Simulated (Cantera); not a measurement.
Input (Python, Cantera) and output of one run.

```python
import numpy as np
import cantera as ct

gas_names = """
    B BH BH2 BH3 BO BO2 B2 B2O B2O2 B2O3 B3O3H3 H HBO HBO2 HO2 H2 H2O H2O2 H3B3O6 O OH O2 O3
""".split()
cond_names = """
    B(b) B(L) B2O3(L) B3O3H3(cr) H2O(s) H2O(L)
""".split()


def load(file, names, dense=False):
    # The tables refer to 1 bar. Condensed volumes are neglected.
    table = {s.name: s for s in ct.Species.list_from_file(file)}
    out = []
    for n in names:
        d = dict(table[n].input_data)
        d["thermo"] = dict(d["thermo"], **{"reference-pressure": 1e5})
        if dense:
            d["equation-of-state"] = {"model": "constant-volume", "density": "1e6 g/cm^3"}
        out.append(ct.Species.from_dict(d))
    return out


gas = ct.Solution(thermo="ideal-gas", species=load("nasa_gas.yaml", gas_names))
cond = {s.name: ct.Solution(thermo="fixed-stoichiometry", species=[s], name=s.name)
        for s in load("nasa_condensed.yaml", cond_names, dense=True)}
atoms = {
    'B2O3': {'B': 2, 'O': 3},
    'O2': {'O': 2},
    'H2O': {'H': 2, 'O': 1},
}
top_T = {}  # K; cautious upper limits of use, not melting points


def equilibrate(T, P, feed):
    n = {}
    for name, mol in feed.items():
        for a, k in atoms[name].items():
            n[a] = n.get(a, 0.0) + k * mol
    gas.TPX = T, P, n
    mass = sum(n.values()) * gas.mean_molecular_weight
    gas.equilibrate("TP")
    valid = [c for c in cond.values() if c.min_temp <= T <= top_T.get(c.name, c.max_temp)]
    mix = ct.Mixture([(gas, mass / gas.mean_molecular_weight)] + [(c, 0.0) for c in valid])
    mix.T, mix.P = T, P
    mix.equilibrate("TP", solver="vcs", rtol=1e-11, max_steps=5000)
    return mix


results = []
feed = {'B2O3': 1, 'O2': 2, 'H2O': 0.34}  # mol
T = 1025  # K
P = 1000  # Pa
mix = equilibrate(T, P, feed)
results.append((T, P, feed, dict(zip(mix.species_names, mix.species_moles))))
print(gas.report(threshold=0.0001))
for i in range(1, mix.n_phases):
    print(f"{mix.phase(i).name:16s} {mix.phase_moles(i):12.5e} mol")
```

Result:

```
       temperature   1025 K
          pressure   1000 Pa
           density   0.0035185 kg/m^3
  mean mol. weight   29.986 kg/kmol
   phase of matter   gas

                          1 kg             1 kmol
                     ---------------   ---------------
          enthalpy       -3.7908e+05       -1.1367e+07  J
   internal energy       -6.6329e+05       -1.9889e+07  J
           entropy            9494.9        2.8471e+05  J/K
    Gibbs function       -1.0111e+07        -3.032e+08  J
 heat capacity c_p            1199.7             35973  J/K
 heat capacity c_v            922.38             27658  J/K

                      mass frac. Y      mole frac. X     chem. pot. / RT
                     ---------------   ---------------   ---------------
              HBO2        0.00024302        0.00016631           -111.15
               H2O          0.087119           0.14501           -59.854
            H3B3O6        0.00059604        0.00013597           -333.44
                O2           0.91204           0.85469           -31.396
     [  +19 minor]        5.7606e-07         1.009e-06

B(b)              0.00000e+00 mol
B2O3(L)           9.99328e-01 mol
B3O3H3(cr)        0.00000e+00 mol
```

These are equilibrium values from Cantera (NASA tables, ideal gas, pure condensed phases), not measurements of a reactor. Gases not in the tables: H3BO3.
